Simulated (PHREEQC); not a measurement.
Synthetic water in mg/kgw, 15 °C, pH 6.47, pe 11.4:

```json
[
 {"constituent": "Na", "mg/kgw": "19.5"},
 {"constituent": "K", "mg/kgw": "4.28"},
 {"constituent": "Ca", "mg/kgw": "7.85"},
 {"constituent": "Mg", "mg/kgw": "4.6"},
 {"constituent": "Cl", "mg/kgw": "28.9"},
 {"constituent": "S(6) as SO4", "mg/kgw": "2.89"},
 {"constituent": "Alkalinity as HCO3", "mg/kgw": "54.8"},
 {"constituent": "Cd", "mg/kgw": "0.0201"},
 {"constituent": "Sr", "mg/kgw": "0.295"},
 {"constituent": "Pb", "mg/kgw": "0.235"},
 {"constituent": "Si as SiO2", "mg/kgw": "0.0675"}
]
```

Valence states are taken as typed.

Model: ion-association model, phreeqc.dat, run in PHREEQC.

No solid was allowed to form.

Task: Estimate the specific conductance, charge-balance error.

Result: specific conductance 150 µS/cm; charge-balance error -1.0 %.

Task: In which forms is Cd present?

Result: Cd+2 92 %, CdCl+ 5.6 %, CdHCO3+ 2.1 % of the Cd.

Species that the database lacks are ignored.
